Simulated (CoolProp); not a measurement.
Saturated liquid density (kg/m³) of cyclopropane: the reference equation beside estimates from Tc = 398.7 K, pc = 56.05 bar, ω = 0.131. Rackett uses Z = 0.29056 − 0.08775 ω.

Model: reference Helmholtz-energy equation of state, Polt 1992, in CoolProp. This equation is an older, rougher fit; its heat capacities, sound speeds and derivatives of the liquid may be far off and weren't checked against measurements.

```json
[
 {"T (K)": "307.4", "reference": "604.4", "Rackett": "589.1", "van der Waals": "379.1", "Peng-Robinson": "625.5"},
 {"T (K)": "311.3", "reference": "598.0", "Rackett": "583.0", "van der Waals": "375.0", "Peng-Robinson": "617.4"},
 {"T (K)": "315.3", "reference": "591.3", "Rackett": "576.6", "van der Waals": "370.7", "Peng-Robinson": "608.9"},
 {"T (K)": "319.2", "reference": "584.6", "Rackett": "570.3", "van der Waals": "366.5", "Peng-Robinson": "600.3"},
 {"T (K)": "323.1", "reference": "577.7", "Rackett": "563.7", "van der Waals": "362.1", "Peng-Robinson": "591.4"},
 {"T (K)": "327.1", "reference": "570.5", "Rackett": "556.9", "van der Waals": "357.4", "Peng-Robinson": "581.9"},
 {"T (K)": "331", "reference": "563.3", "Rackett": "550.0", "van der Waals": "352.8", "Peng-Robinson": "572.4"},
 {"T (K)": "334.9", "reference": "555.8", "Rackett": "543.0", "van der Waals": "348.0", "Peng-Robinson": "562.5"},
 {"T (K)": "338.9", "reference": "548.0", "Rackett": "535.5", "van der Waals": "342.9", "Peng-Robinson": "552.0"},
 {"T (K)": "342.8", "reference": "540.0", "Rackett": "528.0", "van der Waals": "337.8", "Peng-Robinson": "541.3"},
 {"T (K)": "346.7", "reference": "531.8", "Rackett": "520.2", "van der Waals": "332.4", "Peng-Robinson": "530.1"},
 {"T (K)": "350.7", "reference": "523.0", "Rackett": "511.8", "van der Waals": "326.8", "Peng-Robinson": "518.2"},
 {"T (K)": "354.6", "reference": "514.1", "Rackett": "503.4", "van der Waals": "321.0", "Peng-Robinson": "505.9"}
]
```

Absolute difference from the reference over all 13 rows, mean and median: Rackett 2.3 and 2.4 %, van der Waals 37.4 and 37.4 %, Peng-Robinson 1.8 and 1.6 %.
